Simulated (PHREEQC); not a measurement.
Consider water at 71 °C with 0.042 mol H3PO4, 0.13 mol HF and 3.2e-05 mol NiSO4 per kg of water. Closed to the air; pH follows from the charge balance.

Model: ion-association model, wateq4f.dat, run in PHREEQC.

### Question
The ionic strength comes out as 0.0152 mol/kgw. What activity coefficients do H2PO4-, Ni+2, H+, F-, SO4-2 get?

### Answer
H2PO4- 0.88, Ni+2 0.58, H+ 0.89, F- 0.87, SO4-2 0.59.

Precipitation was switched off in this run. wateq4f.dat counts part of the HF as a dimer, H2F2, which phreeqc.dat doesn't know; its constant is uncertain. H3PO4, which wateq4f.dat lacks, is added to it with the constant of phreeqc.dat. Away from 25 °C the constants follow the database's enthalpies or fits; those with neither stay at their 25 °C values. The database has no phosphate complexes of Ni.
